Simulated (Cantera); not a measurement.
## Premixed flame

A freely propagating, adiabatic, planar premixed flame of H2 : O2 : N2 = 1 : 0.417 : 1.29 (molar parts), equivalence ratio 1.2, unburnt at 450 K and 100.0 Torr; mixture-averaged transport, grid criteria slope 0.08 and curve 0.16, no radiation.

Computed with Cantera and the H2/O2 subset of GRI-Mech 3.0, which has no nitrogen chemistry. Burning velocities carry a grid error of a few per cent, more on coarse grids.

```
z (mm)  T (K)  u (m/s)    x H2    x O2    x HO2       x O   x H2O2     x H2O
------  -----  -------  ------  ------  -------  --------  -------  --------
-16.4     450     4.61   0.369   0.154    <1e-8     <1e-8    <1e-8     <1e-8
-11.0     450     4.61   0.369   0.154    <1e-8     <1e-8    <1e-8     <1e-8
-8.22     450     4.61   0.369   0.154    <1e-8     <1e-8    <1e-8     <1e-8
-5.48     450     4.61   0.369   0.154  1.47e-8     <1e-8    <1e-8     <1e-8
-2.74     454     4.65   0.369   0.154  6.76e-5   2.26e-6  1.09e-6  0.000144
-1.37     624     6.30   0.343   0.150  5.49e-5  0.000142  6.48e-6    0.0132
0        1090     10.6   0.191  0.0996  1.73e-5   0.00725  6.51e-7     0.123
1.37     1389     13.4  0.0793  0.0308  4.92e-6    0.0137  7.88e-7     0.246
2.74     1509     14.4  0.0740  0.0231  3.24e-6    0.0139  6.24e-7     0.260
5.48     1649     15.6  0.0784  0.0204  2.42e-6    0.0132  3.86e-7     0.267
11.0     1805     16.9  0.0820  0.0175  1.77e-6    0.0118  2.06e-7     0.275
21.9     1970     18.2  0.0838  0.0142  1.27e-6   0.00962  1.08e-7     0.286
43.8     2135     19.4  0.0836  0.0109  9.47e-7   0.00716  6.23e-8     0.299
```
x: mole fraction of selected species; z is measured from the peak of heat release.

```yaml
laminar_burning_velocity: 461 cm/s
thermal_thickness: 5.48 mm
peak x(HO2): 9.84e-5
peak x(O): 0.0139
peak x(H2O2): 7.75e-6
grid_points: 137
```
